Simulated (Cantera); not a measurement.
Input (Python, Cantera) and output of one run.

```python
import numpy as np
import cantera as ct

gas_names = [...]  # 113 gases of nasa_gas.yaml made of C, Cu, H, O
cond_names = """
    C(gr) C6H6(L) C7H8(L) C8H18(L),n-octa Cu(cr) Cu(L) CuO(s) CuO2H2(s) Cu2O(s) Cu2O(L) H2O(s) H2O(L)
""".split()


# ... load() reads the species with a 1 bar reference pressure and builds the phases ...
atoms = {
    'Cu2O': {'Cu': 2, 'O': 1},
    'C': {'C': 1},
    'H2': {'H': 2},
}
top_T = {'C(gr)': 4500, 'CuO(s)': 1390}  # K; cautious upper limits of use, not melting points


# ... equilibrate(T, P, feed) seeds the gas with the atoms and calls Mixture.equilibrate('TP', solver="vcs", rtol=1e-11, max_steps=5000) ...
results = []
feed = {'Cu2O': 1, 'C': 3.8, 'H2': 0.27}  # mol
T = 1973.15  # K
P = 76000  # Pa
mix = equilibrate(T, P, feed)
results.append((T, P, feed, dict(zip(mix.species_names, mix.species_moles))))
x = sorted(zip(gas.X, gas.species_names), reverse=True)
print(f"T = {T:g} K  P = {P:g} Pa  gas = {mix.phase_moles(0):.4g} mol")
print("   x: " + "  ".join(f"{s} {v:.3e}" for v, s in x if v > 1e-05))
print("   condensed (mol): " + ("  ".join(f"{mix.phase(i).name} {mix.phase_moles(i):.4g}"
      for i in range(1, mix.n_phases) if mix.phase_moles(i) > 1e-12) or "none"))
```

Result:

```
T = 1973.15 K  P = 76000 Pa  gas = 1.276 mol
   x: CO 7.836e-01  H2 2.111e-01  Cu 4.399e-03  H 7.118e-04  C2H2,acetylene 1.353e-04  Cu2 1.656e-05  H2O 1.642e-05  CH4 1.545e-05  CO2 1.359e-05
   condensed (mol): C(gr) 2.8  Cu(L) 1.994
```

Method: chemical equilibrium by Gibbs-energy minimisation in Cantera with the NASA 1993 tables (ideal gas, pure condensed phases).
